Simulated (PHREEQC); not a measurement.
0.02 g of hydrous ferric oxide (600 m²/g; 0.2 weak and 0.005 strong sites per Fe, Dzombak-Morel constants, diffuse double layer) in 1 kg of water with 0.3 mol/kgw of an inert sodium salt and 9.9e-08 mol SrCl2, at 25 °C; the pH is set by adding NaOH or the inert anion's acid. Oxygen is held at 0.21 atm. No CO2 enters from the air. Precipitation was switched off in this run.

The series has 17 steps of pH, from 4 to 12.

The numbers come from PHREEQC with the ion-association model, wateq4f.dat.

Q: Near which pH is half of the Sr sorbed, and on which side is more sorbed?

A: Near pH 9.3, with more sorbed at higher pH.
